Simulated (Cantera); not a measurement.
Standard-state values (1 bar) from the NASA 1993 polynomials, evaluated with Cantera. Values are per mole of reaction as written; species without (g) are pure solids or liquids, kept so even where they would boil at 1 bar.

Cu₂O + 4 F(g) = O(g) + 2 CuF₂

```csv
T (K),ΔH° (kJ),ΔS° (J/K),ΔG° (kJ),log10 K,condensed phases
300,-975.5,-411.4,-852.1,148.36,"Cu₂O(s), CuF₂(s)"
1648,(withheld),(withheld),(withheld),(withheld),"Cu₂O(l), CuF₂(l)"
1698,(withheld),(withheld),(withheld),(withheld),"Cu₂O(l), CuF₂(l)"
1748,-881.6,-307.1,-344.8,10.30,"Cu₂O(l), CuF₂(l)"
1798,(withheld),(withheld),(withheld),(withheld),"Cu₂O(l), CuF₂(l)"
1848,-877.8,-305.0,-314.2,8.88,"Cu₂O(l), CuF₂(l)"
1898,-875.9,-303.9,-299.0,8.23,"Cu₂O(l), CuF₂(l)"
1948,-874.0,-303.0,-283.8,7.61,"Cu₂O(l), CuF₂(l)"
1998,-872.1,-302.0,-268.7,7.02,"Cu₂O(l), CuF₂(l)"
2048,-870.1,-301.0,-253.6,6.47,"Cu₂O(l), CuF₂(l)"
2098,(withheld),(withheld),(withheld),(withheld),"Cu₂O(l), CuF₂(l)"
2148,-866.3,-299.2,-223.6,5.44,"Cu₂O(l), CuF₂(l)"
```

Question: Complete the blanks.

Answer: 
- 1648, ΔH° (kJ): -885.3
- 1648, ΔS° (J/K): -309.3
- 1648, ΔG° (kJ): -375.6
- 1648, log10 K: 11.91
- 1698, ΔH° (kJ): -883.4
- 1698, ΔS° (J/K): -308.2
- 1698, ΔG° (kJ): -360.2
- 1698, log10 K: 11.08
- 1798, ΔH° (kJ): -879.7
- 1798, ΔS° (J/K): -306.0
- 1798, ΔG° (kJ): -329.5
- 1798, log10 K: 9.57
- 2098, ΔH° (kJ): -868.2
- 2098, ΔS° (J/K): -300.1
- 2098, ΔG° (kJ): -238.6
- 2098, log10 K: 5.94
